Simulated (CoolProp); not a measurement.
Saturation properties of propane (Tc = 96.7 °C, pc = 4251 kPa, ω = 0.152).

Model: reference Helmholtz-energy equation of state, Lemmon 2009, in CoolProp.

```json
[
 {"T (°C)": "-95.05", "p (kPa)": "4.362", "vapour density (kg/m³)": "0.1304", "enthalpy of vaporisation (kJ/kg)": "…", "liquid viscosity (µPa s)": "…"},
 {"T (°C)": "-86.85", "p (kPa)": "…", "vapour density (kg/m³)": "0.2327", "enthalpy of vaporisation (kJ/kg)": "468.6", "liquid viscosity (µPa s)": "348"},
 {"T (°C)": "-78.55", "p (kPa)": "…", "vapour density (kg/m³)": "0.3948", "enthalpy of vaporisation (kJ/kg)": "461.1", "liquid viscosity (µPa s)": "310"},
 {"T (°C)": "-70.35", "p (kPa)": "23.90", "vapour density (kg/m³)": "0.6334", "enthalpy of vaporisation (kJ/kg)": "453.5", "liquid viscosity (µPa s)": "…"},
 {"T (°C)": "-62.15", "p (kPa)": "38.05", "vapour density (kg/m³)": "0.9743", "enthalpy of vaporisation (kJ/kg)": "445.7", "liquid viscosity (µPa s)": "250"},
 {"T (°C)": "-53.95", "p (kPa)": "58.22", "vapour density (kg/m³)": "1.445", "enthalpy of vaporisation (kJ/kg)": "…", "liquid viscosity (µPa s)": "226"},
 {"T (°C)": "-45.75", "p (kPa)": "86.06", "vapour density (kg/m³)": "2.076", "enthalpy of vaporisation (kJ/kg)": "429.4", "liquid viscosity (µPa s)": "206"},
 {"T (°C)": "-37.45", "p (kPa)": "123.9", "vapour density (kg/m³)": "2.913", "enthalpy of vaporisation (kJ/kg)": "…", "liquid viscosity (µPa s)": "187"}
]
```

Problem. Complete the blanks.

Solution. 
- -95.05, enthalpy of vaporisation (kJ/kg): 476.0
- -95.05, liquid viscosity (µPa s): 394
- -86.85, p (kPa): 8.127
- -78.55, p (kPa): 14.35
- -70.35, liquid viscosity (µPa s): 278
- -53.95, enthalpy of vaporisation (kJ/kg): 437.7
- -37.45, enthalpy of vaporisation (kJ/kg): 420.6

It boils at -42.1 °C under 1 atm.

Viscosity comes from a separate model (Vogel 1998).
